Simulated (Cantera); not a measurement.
Mixture: 10.7 % CH₃OH, 17.3 % O₂, 65.1 % N₂, 6.87 % CO₂, equivalence ratio 0.93, at 101000 Pa, adiabatic and at constant volume. Ignition delay is the time to a rise of 400 K.

Detailed kinetics in Cantera: GRI-Mech 3.0 (53 species, 325 reactions). GRI-Mech 3.0 was tuned for natural gas; its chemistry of methanol as a main component is partial and can be far from experiment.

### Question
Predict: delay at 1050 K; delay at 1250 K; delay at 1450 K; delay at 1650 K; delay at 1850 K; apparent activation energy between 1750 and 1950 K.

### Answer
```
Property                                                Result
--------------------------------------------------  ----------
delay at 1050 K                                        0.162 s
delay at 1250 K                                        4.24 ms
delay at 1450 K                                       0.341 ms
delay at 1650 K                                        59.3 µs
delay at 1850 K                                        16.4 µs
apparent activation energy between 1750 and 1950 K  160 kJ/mol
```
